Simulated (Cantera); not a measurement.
## B₂H₆ + H₂ (boron, boron nitride and boron oxide)

A closed system holds: 1 mol B₂H₆, 15 mol H₂, equilibrated at 2298.15 K and 33.8 Torr.

These are equilibrium values from Cantera (NASA tables, ideal gas, pure condensed phases), not measurements of a reactor. Candidate condensed phases: B; 7 gas species. The feed counts by its element totals alone. The tables' values for BH₂ are old estimates; treat these amounts as uncertain. Gases not in the tables: B₂H₆ and higher boranes. The numbers say what is thermodynamically allowed, not how fast it happens.

| Property | Result |
|---|---|
| x(H₂) | 0.954 |
| x(H) | 0.0441 |
| x(BH₂) | 0.00197 |
| x(B) | 0.000220 |
| x(BH) | 4.02e-5 |
| x(BH₃) | 1.38e-5 |
| n(B(s)) | 1.96 mol |
| gas amount | 18.41 mol |
